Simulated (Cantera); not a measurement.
A closed system holds: 1 mol Si3N4, 0.42 mol N2O, a varied amount of H2, held at 95.0 Pa.

Cantera equilibrium calculation (NASA polynomials, part measured and part estimated; ideal gas, pure solids and liquids). Candidate condensed phases: H2O, Si, SiO2, Si2N2O, Si3N4; 35 gas species. Mutual solubility and eutectic melting of coexisting phases are not modelled. Kinetics and transport are ignored.

Question: What condenses at these points (T in K, n(H2) in mol): (1600, 52); (1600, 16); (1900, 6); (1825, 6); (1525, 16); (925, 27); (1375, 11)?

Answer: 
```json
[
 {"T (K)": "1600", "n(H2) in mol": "52", "condensed phases": "Si", "Si condensed (%)": "85.8"},
 {"T (K)": "1600", "n(H2) in mol": "16", "condensed phases": "Si + Si2N2O", "Si condensed (%)": "86.2"},
 {"T (K)": "1900", "n(H2) in mol": "6", "condensed phases": "Si", "Si condensed (%)": "81.7"},
 {"T (K)": "1825", "n(H2) in mol": "6", "condensed phases": "Si", "Si condensed (%)": "84.5"},
 {"T (K)": "1525", "n(H2) in mol": "16", "condensed phases": "Si + Si2N2O + Si3N4", "Si condensed (%)": "99.0"},
 {"T (K)": "925", "n(H2) in mol": "27", "condensed phases": "Si2N2O + Si3N4", "Si condensed (%)": "100.0"},
 {"T (K)": "1375", "n(H2) in mol": "11", "condensed phases": "Si2N2O + Si3N4", "Si condensed (%)": "100.0"}
]
```
